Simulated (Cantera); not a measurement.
Feed: 1 mol CuF2, 0.66 mol H2, 0.11 mol H2O, held at 0.195 Torr.

Cantera equilibrium calculation (NASA polynomials, part measured and part estimated; ideal gas, pure solids and liquids). Candidate condensed phases: Cu, CuF2, CuO, Cu(OH)2, Cu2O, H2O; 27 gas species. Mutual solubility and eutectic melting of coexisting phases are not modelled. Kinetics and transport are ignored.

Question: Which condensed phases are stable at each of these points (T (K)): 825, 925, 1025, 1125, 1225, 1325, 1425, 1525, 1625, 1725, 1825, 1925?

Answer: 
| T (K) | condensed phases | Cu condensed (%) |
|---|---|---|
| 825 | Cu(s) + CuF2(s) + Cu2O(s) | 100.0 |
| 925 | Cu(s) + CuF2(s) + Cu2O(s) | 98.7 |
| 1025 | Cu(s) + Cu2O(s) | 68.5 |
| 1125 | Cu(s) + Cu2O(s) | 59.2 |
| 1225 | Cu(s) + Cu2O(s) | 55.0 |
| 1325 | Cu(s) + Cu2O(s) | 53.8 |
| 1425 | Cu(l) | 50.9 |
| 1525 | Cu(l) | 39.6 |
| 1625 | gas only | 0.0 |
| 1725 | gas only | 0.0 |
| 1825 | gas only | 0.0 |
| 1925 | gas only | 0.0 |

From 825 K to 925 K the condensed part is Cu(s) + CuF2(s) + Cu2O(s). From 1025 K to 1325 K the condensed part is Cu(s) + Cu2O(s). From 1425 K to 1525 K the condensed part is Cu(l). From 1625 K to 1925 K nothing is condensed.
